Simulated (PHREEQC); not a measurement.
A made-up water analysis in mg/kgw, 80 °C, pH 6.68:

```
constituent         mg/kgw
------------------  ------
Na                    3990
K                     2660
Ca                     486
Mg                     510
Cl                    9840
S(6) as SO4           1650
Alkalinity as HCO3    36.3
```

Cl is adjusted to close the charge balance.
Valence states are taken as typed.

Equilibrium calculation in PHREEQC: Pitzer model, pitzer.dat.

```tsv
quantity	before	after
ionic strength (mol/kgw)	0.358	0.358
HCO3- (mol/kgw)	0.000587	0.000594
CO2 (mol/kgw)	0.000163	0.000522
MgOH+ (mol/kgw)	2.21e-6	6.98e-7
MgCO3 (mol/kgw)	1.16e-6	3.72e-7
CO3-2 (mol/kgw)	1.05e-6	3.35e-7
```

Problem. Name the change that produced these shifts.
A) pH from 6.68 to 6.18 at the same alkalinity
B) pH from 6.68 to 7.68 at the same alkalinity
C) Na from 3990 to 2000 mg/kgw

Solution. A, pH from 6.68 to 6.18 at the same alkalinity

No solid was allowed to form. Constants without temperature data keep their 25 °C values here.
